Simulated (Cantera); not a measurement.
Reactions in the system H-N-O-P

Cantera with NASA thermochemical tables; ideal gases at 1 bar, condensed phases pure. Values are per mole of reaction as written; species without (g) are pure solids or liquids, kept so even where they would boil at 1 bar.

10 N2O(g) + 4 PH3(g) = 12 H(g) + 10 N2(g) + P4O10

```csv
T (K),ΔH° (kJ),ΔS° (J/K),ΔG° (kJ),log10 K
400,-1210.1,542.8,-1427.2,186.37
450,-1199.8,567.0,-1454.9,168.88
500,-1189.7,588.3,-1483.8,155.01
550,-1179.7,607.4,-1513.7,143.76
600,-1169.8,624.7,-1544.5,134.46
650,-1159.8,640.5,-1576.2,126.66
```
